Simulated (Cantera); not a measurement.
**Premixed flame**

A freely propagating, adiabatic, planar premixed flame of 41.4 % H₂, 12.2 % O₂, 46.4 % N₂, equivalence ratio 1.7, unburnt at 325 K and 0.320 bar; multicomponent+Soret transport, grid criteria slope 0.08 and curve 0.16, no radiation.

Computed with Cantera and the H2/O2 subset of GRI-Mech 3.0, which has no nitrogen chemistry. Burning velocities carry a grid error of a few per cent, more on coarse grids.

| z (mm) | T (K) | u (m/s) | x H₂ | x O₂ | x OH | x HO₂ | x H₂O | x H₂O₂ |
|---|---|---|---|---|---|---|---|---|
| -4.55 | 325 | 2.90 | 0.414 | 0.122 | <1e-8 | <1e-8 | <1e-8 | <1e-8 |
| -3.03 | 325 | 2.90 | 0.414 | 0.122 | <1e-8 | <1e-8 | <1e-8 | <1e-8 |
| -2.27 | 325 | 2.90 | 0.414 | 0.122 | <1e-8 | <1e-8 | <1e-8 | <1e-8 |
| -1.52 | 325 | 2.90 | 0.414 | 0.122 | <1e-8 | <1e-8 | 1.25e-8 | <1e-8 |
| -0.758 | 336 | 2.93 | 0.401 | 0.124 | 1.19e-5 | 7.21e-5 | 0.000187 | 5.75e-6 |
| -0.379 | 621 | 5.22 | 0.358 | 0.119 | 0.000845 | 0.000112 | 0.0219 | 5.30e-5 |
| 0 | 1061 | 8.77 | 0.263 | 0.0800 | 0.00157 | 3.33e-5 | 0.105 | 1.13e-6 |
| 0.379 | 1341 | 11.1 | 0.166 | 0.0213 | 0.00376 | 8.17e-6 | 0.215 | 6.68e-7 |
| 0.758 | 1460 | 12.0 | 0.143 | 0.00490 | 0.00445 | 1.76e-6 | 0.247 | 4.88e-7 |
| 1.52 | 1574 | 12.9 | 0.147 | 0.00202 | 0.00520 | 6.65e-7 | 0.254 | 3.62e-7 |
| 3.03 | 1697 | 13.8 | 0.156 | 0.00148 | 0.00571 | 4.46e-7 | 0.257 | 2.23e-7 |
| 6.06 | 1819 | 14.6 | 0.164 | 0.000969 | 0.00566 | 2.83e-7 | 0.261 | 1.19e-7 |
| 12.1 | 1930 | 15.4 | 0.172 | 0.000546 | 0.00500 | 1.65e-7 | 0.266 | 6.00e-8 |
x: mole fraction of selected species; z is measured from the peak of heat release.

The laminar burning velocity comes out as 290 cm/s, the thermal thickness is 1.52 mm and the peak x(OH) comes out as 0.00577. The peak x(HO₂) is 0.000235. The peak x(H₂O₂) is 6.79e-5. The grid points comes out as 141.
